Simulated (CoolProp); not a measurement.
Vapour-liquid equilibrium of propane (1) + neopentane (2) at 11.4 bar; x and y are mole fractions of (1).

Computed with CoolProp (multi-fluid Helmholtz-energy mixture model, Lemmon 2009 and Lemmon 2006; pair parameters Bell 2016).

Problem. Give the bubble temperature and the first vapour's composition at x = 0.2, 0.65, 0.8. Is there an azeotrope?

Solution. x = 0.2: 87.9 °C, y = 0.342; x = 0.65: 55.5 °C, y = 0.867; x = 0.8: 44.3 °C, y = 0.951. No azeotrope shows between x = 0.05 and 0.95.

The pair parameters rest on a limited set of measurements; away from them the model extrapolates.
